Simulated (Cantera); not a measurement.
What does this Cantera script print?

```python
import numpy as np
import cantera as ct

gas_names = """
    H HNO HNO2 HNO3 HO2 H2 H2O H2O2 N NH NH2 NH3 NH2OH NO NO2 NO3 N2 N2H2 N2H4 N2O O OH O2 O3 Si SiH
    SiH2 SiH3 SiH4 SiN SiO SiO2 Si2 Si2N Si3
""".split()
cond_names = """
    H2O(s) H2O(L) Si(cr) Si(L) SiO2(Lqz) SiO2(hqz) SiO2(L) Si2N2O(s) Si3N4(a)
""".split()


# ... load() reads the species with a 1 bar reference pressure and builds the phases ...
atoms = {
    'Si2H6': {'Si': 2, 'H': 6},
    'H2O': {'H': 2, 'O': 1},
    'N2': {'N': 2},
}
top_T = {'Si2N2O(s)': 2100, 'Si3N4(a)': 2400}  # K; cautious upper limits of use, not melting points


# ... equilibrate(T, P, feed) seeds the gas with the atoms and calls Mixture.equilibrate('TP', solver="vcs", rtol=1e-11, max_steps=5000) ...
results = []
T = 948.15  # K
P = 6.4  # Pa
for m in [0.35, 0.48, 0.66, 0.91, 1.2, 1.7, 2.4, 3.2, 4.4, 6.1, 8.4, 12, 16]:
    feed = {'Si2H6': 1, 'H2O': m, 'N2': 13}  # mol
    mix = equilibrate(T, P, feed)
    results.append((T, P, feed, dict(zip(mix.species_names, mix.species_moles))))

top = {s: max(r[3][s] / sum(r[3][g] for g in gas_names) for r in results) for s in gas_names}
cols = sorted((s for s in top if top[s] > 0.001), key=lambda s: -top[s])[:5]
seen = [c for c in cond_names if any(r[3].get(c, 0) > 1e-12 for r in results)]
print("log10 of partial pressures in bar; condensed amounts in mol")
print(f"{'n(H2O)':>10s}" + "".join(f"{s[:9]:>10s}" for s in cols + seen))
for T, P, feed, n in results:
    ng = sum(n[g] for g in gas_names)
    print(f"{feed['H2O']:10.4g}" + "".join(f"{np.log10(max(n[s] / ng * P / 1e5, 1e-99)):10.3f}" for s in cols)
          + "".join(f"{n.get(c, 0):10.4g}" for c in seen))
```

Result:

```
log10 of partial pressures in bar; condensed amounts in mol
    n(H2O)        N2       H2O        H2 SiO2(hqz) Si2N2O(s)  Si3N4(a)
      0.35    -4.302   -17.031    -4.849         0      0.35    0.4333
      0.48    -4.306   -17.021    -4.837         0      0.48    0.3467
      0.66    -4.310   -17.007    -4.822         0      0.66    0.2267
      0.91    -4.317   -16.990    -4.802         0      0.91      0.06
       1.2    -4.324   -10.168    -4.782    0.1333    0.9333         0
       1.7    -4.335   -10.141    -4.750    0.4667    0.7667         0
       2.4    -4.350   -10.109    -4.713    0.9333    0.5333         0
       3.2    -4.366   -10.079    -4.679     1.467    0.2667         0
       4.4    -4.390    -5.901    -4.658         2         0         0
       6.1    -4.424    -5.216    -4.693         2         0         0
       8.4    -4.467    -4.938    -4.736         2         0         0
        12    -4.527    -4.738    -4.796         2         0         0
        16    -4.585    -4.620    -4.854         2         0         0
```

Equilibrium computed with Cantera from the NASA thermochemical tables; the gas is ideal and each condensed phase is pure. The feed counts by its element totals alone. N2 is the only nitrogen source here; it is nearly inert below about 1500 K, so the nitride shown seldom forms there in practice.
